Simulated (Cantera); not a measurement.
Catalytic stagnation flow on Pt

A jet of 1.16 % H2, 15.8 % O2, 83.1 % N2, equivalence ratio 0.037 at 300 K and 0.0480 bar hits a platinum plate 2.3 cm away at a mass flux of 0.022 kg/m²/s; the plate temperature is set and raised in steps from an oxygen-covered start.

Detailed kinetics in Cantera: Deutschmann's 1995 Pt surface mechanism with GRI-Mech 3.0 gas chemistry. Catalytic surfaces can have several steady states; this one follows from the mechanism file's or the stated starting coverage.

```
plate T (K)  wall x H2  wall x O2  wall x H2O  wall x OH  θ free Pt   θ O*     θ OH*
-----------  ---------  ---------  ----------  ---------  ---------  -----  --------
700            0.00239      0.148      0.0171      <1e-8     0.0418  0.957   0.00115
750            0.00175      0.148      0.0182      <1e-8     0.0640  0.935   0.00105
800            0.00119      0.147      0.0192      <1e-8      0.103  0.896  0.000997
850           0.000849      0.147      0.0197    1.28e-8      0.155  0.844  0.000934
900           0.000646      0.147      0.0200    3.95e-8      0.216  0.783  0.000852
950           0.000519      0.147      0.0201    1.09e-7      0.282  0.717  0.000762
```
x: mole fraction at the wall; θ: surface coverage.
